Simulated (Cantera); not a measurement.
A perfectly stirred reactor is fed with 19.2 % C2H6, 80.8 % N2, at 0.735 Torr; it is held at 1423 K, and followed from long to short residence time.

Detailed kinetics in Cantera: GRI-Mech 3.0 (53 species, 325 reactions). GRI-Mech 3.0 stops at C3 and has no aromatics, soot or wall deposition, so with more carbon than oxygen in the feed, carbon stays in small species such as C2H2 where larger ones or solid carbon would form. Radical loss at walls, strong at low pressure, is not modelled.

x: mole fraction; the columns are a selection and need not sum to one.

```json
[
 {"τ (s)": "0.57", "x C2H6": "0.0115", "x HCN": "1.60e-7", "x C2H": "[?]", "x CH3": "0.00464", "x C2H4": "0.0368"},
 {"τ (s)": "0.33", "x C2H6": "0.0188", "x HCN": "1.29e-7", "x C2H": "[?]", "x CH3": "0.00590", "x C2H4": "0.0468"},
 {"τ (s)": "0.19", "x C2H6": "0.0305", "x HCN": "1.02e-7", "x C2H": "[?]", "x CH3": "0.00742", "x C2H4": "0.0555"},
 {"τ (s)": "0.11", "x C2H6": "0.0480", "x HCN": "7.92e-8", "x C2H": "[?]", "x CH3": "0.00900", "x C2H4": "0.0600"},
 {"τ (s)": "0.061", "x C2H6": "0.0749", "x HCN": "5.78e-8", "x C2H": "[?]", "x CH3": "0.0103", "x C2H4": "0.0572"},
 {"τ (s)": "0.035", "x C2H6": "0.106", "x HCN": "4.06e-8", "x C2H": "[?]", "x CH3": "0.0106", "x C2H4": "0.0461"},
 {"τ (s)": "0.020", "x C2H6": "0.139", "x HCN": "2.61e-8", "x C2H": "[?]", "x CH3": "0.00946", "x C2H4": "0.0300"},
 {"τ (s)": "0.011", "x C2H6": "0.166", "x HCN": "1.39e-8", "x C2H": "[?]", "x CH3": "0.00698", "x C2H4": "0.0146"},
 {"τ (s)": "0.0064", "x C2H6": "0.180", "x HCN": "6.29e-9", "x C2H": "7.58e-10", "x CH3": "0.00466", "x C2H4": "0.00604"},
 {"τ (s)": "0.0037", "x C2H6": "0.187", "x HCN": "1.91e-9", "x C2H": "8.43e-11", "x CH3": "0.00293", "x C2H4": "0.00201"}
]
```

### Question
Fill in the missing entries.

### Answer

- 0.57, x C2H: 1.75e-7
- 0.33, x C2H: 1.59e-7
- 0.19, x C2H: 1.33e-7
- 0.11, x C2H: 9.92e-8
- 0.061, x C2H: 6.11e-8
- 0.035, x C2H: 3.17e-8
- 0.020, x C2H: 1.28e-8
- 0.011, x C2H: 3.52e-9
